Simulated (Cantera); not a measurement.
## Equilibrium for nitride etching: BN + F2 + N2

Feed: 1 mol BN, 1.5 mol F2, 0.57 mol N2, equilibrated at 1475 °C.

Cantera equilibrium calculation (NASA polynomials, part measured and part estimated; ideal gas, pure solids and liquids). Candidate condensed phases: B, BN; 13 gas species. The tables' values for BF2 are old estimates; treat these amounts as uncertain. The numbers say what is thermodynamically allowed, not how fast it happens.

```
P (Pa)   x N2  x BF3       x F     x BF2      x BF       x N
------  -----  -----  --------  --------  --------  --------
1       0.516  0.481   0.00125   0.00124   4.00e-6   3.21e-9
6.80    0.517  0.482  0.000479  0.000478   5.90e-7   1.23e-9
46      0.517  0.483  0.000184  0.000184   8.74e-8  4.74e-10
320     0.517  0.483   6.98e-5   6.98e-5   1.26e-8  1.80e-10
2200    0.517  0.483   2.66e-5   2.66e-5   1.83e-9  6.86e-11
15000   0.517  0.483   1.02e-5   1.02e-5  2.68e-10  2.63e-11
100000  0.517  0.483   3.95e-6   3.95e-6  4.02e-11  1.02e-11
```
x: gas mole fraction; nothing condenses.

From 1.00e-5 bar to 1.00 bar nothing is condensed. The main B-bearing gas is BF3 throughout.
